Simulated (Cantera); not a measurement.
Mixture: C3H8 : O2 : N2 = 1 : 3.12 : 30 (molar parts), equivalence ratio 1.6, at 101000 Pa, adiabatic and at constant volume. Ignition delay is the time to a rise of 400 K.

Cantera simulation using GRI-Mech 3.0 (53 species, 325 reactions); the numbers are that mechanism's predictions, not measurements. GRI-Mech 3.0 was tuned for natural gas; its chemistry of propane as a main component is partial and can be far from experiment.

Predict: delay at 1050 K; delay at 1200 K; delay at 1350 K; delay at 1500 K; delay at 1650 K; apparent activation energy between 1575 and 1725 K.


- delay at 1050 K: 0.335 s
- delay at 1200 K: 10.9 ms
- delay at 1350 K: 0.817 ms
- delay at 1500 K: 0.139 ms
- delay at 1650 K: 44.0 µs
- apparent activation energy between 1575 and 1725 K: 140 kJ/mol
